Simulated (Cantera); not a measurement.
An adiabatic, constant-pressure homogeneous reactor starts with C₂H₄ : O₂ : N₂ : H₂O = 1 : 1.58 : 5.37 : 0.73 (molar parts), equivalence ratio 1.9, at 975 K and 16.0 bar. Integrator tolerance rtol = 1e-08.

Detailed kinetics in Cantera: GRI-Mech 3.0 (53 species, 325 reactions). GRI-Mech 3.0 was tuned for natural gas; its chemistry of ethylene as a main component is partial and can be far from experiment. The pressure lies above the range GRI-Mech 3.0 was tuned for (to about 10 atm). Below about 1000 K GRI-Mech 3.0 lacks low-temperature oxidation paths.

Task: What does this change do: initial temperature 975 to 1725 K?

Result: 
| quantity | before | after |
|---|---|---|
| time of steepest temperature rise | 9.08 ms | 1.14 µs |
| temperature at 4.00 s | 2432 K | 3000 K |
| equilibrium temperature | 2432 K | 3000 K |
| x(C₂H₄) at 4.00 s | <1e-12 (gas-phase equilibrium <1e-12) | <1e-12 (gas-phase equilibrium <1e-12) |
| x(O₂) at 4.00 s | 1.90e-6 (gas-phase equilibrium 1.90e-6) | 0.000225 (gas-phase equilibrium 0.000225) |
| x(H₂O) at 4.00 s | 0.151 (gas-phase equilibrium 0.151) | 0.147 (gas-phase equilibrium 0.147) |
| x(H₂) at 4.00 s | 0.118 (gas-phase equilibrium 0.118) | 0.111 (gas-phase equilibrium 0.111) |
| x(HCN) at 4.00 s | 1.06e-6 (gas-phase equilibrium 1.06e-6) | 9.91e-7 (gas-phase equilibrium 9.91e-7) |
| x(O) at 4.00 s | 3.56e-6 (gas-phase equilibrium 3.56e-6) | 0.000427 (gas-phase equilibrium 0.000427) |
| x(C₂H) at 4.00 s | <1e-12 (gas-phase equilibrium <1e-12) | <1e-12 (gas-phase equilibrium <1e-12) |
Above 3000 K some thermodynamic fits are extrapolated.

Task: What does this change do: 0.3 parts H2 added?

Result: 
```tsv
quantity	before	after
time of steepest temperature rise	9.08 ms	7.77 ms
temperature at 4.00 s	2432 K	2396 K
equilibrium temperature	2432 K	2396 K
x(C₂H₄) at 4.00 s	<1e-12 (gas-phase equilibrium <1e-12)	<1e-12 (gas-phase equilibrium <1e-12)
x(O₂) at 4.00 s	1.90e-6 (gas-phase equilibrium 1.90e-6)	9.32e-7 (gas-phase equilibrium 9.32e-7)
x(H₂O) at 4.00 s	0.151 (gas-phase equilibrium 0.151)	0.151 (gas-phase equilibrium 0.151)
x(H₂) at 4.00 s	0.118 (gas-phase equilibrium 0.118)	0.139 (gas-phase equilibrium 0.139)
x(HCN) at 4.00 s	1.06e-6 (gas-phase equilibrium 1.06e-6)	1.34e-6 (gas-phase equilibrium 1.34e-6)
x(O) at 4.00 s	3.56e-6 (gas-phase equilibrium 3.56e-6)	2.07e-6 (gas-phase equilibrium 2.07e-6)
x(C₂H) at 4.00 s	<1e-12 (gas-phase equilibrium <1e-12)	<1e-12 (gas-phase equilibrium <1e-12)
```

Task: What does this change do: constant volume in place of constant pressure?

Result: 
| quantity | before | after |
|---|---|---|
| time of steepest temperature rise | 9.08 ms | 9.01 ms |
| temperature at 4.00 s | 2432 K | 2815 K |
| equilibrium temperature | 2432 K | 2815 K |
| x(C₂H₄) at 4.00 s | <1e-12 (gas-phase equilibrium <1e-12) | <1e-12 (gas-phase equilibrium <1e-12) |
| x(O₂) at 4.00 s | 1.90e-6 (gas-phase equilibrium 1.90e-6) | 1.80e-5 (gas-phase equilibrium 1.80e-5) |
| x(H₂O) at 4.00 s | 0.151 (gas-phase equilibrium 0.151) | 0.153 (gas-phase equilibrium 0.153) |
| x(H₂) at 4.00 s | 0.118 (gas-phase equilibrium 0.118) | 0.114 (gas-phase equilibrium 0.114) |
| x(HCN) at 4.00 s | 1.06e-6 (gas-phase equilibrium 1.06e-6) | 3.37e-6 (gas-phase equilibrium 3.37e-6) |
| x(O) at 4.00 s | 3.56e-6 (gas-phase equilibrium 3.56e-6) | 3.34e-5 (gas-phase equilibrium 3.34e-5) |
| x(C₂H) at 4.00 s | <1e-12 (gas-phase equilibrium <1e-12) | <1e-12 (gas-phase equilibrium <1e-12) |
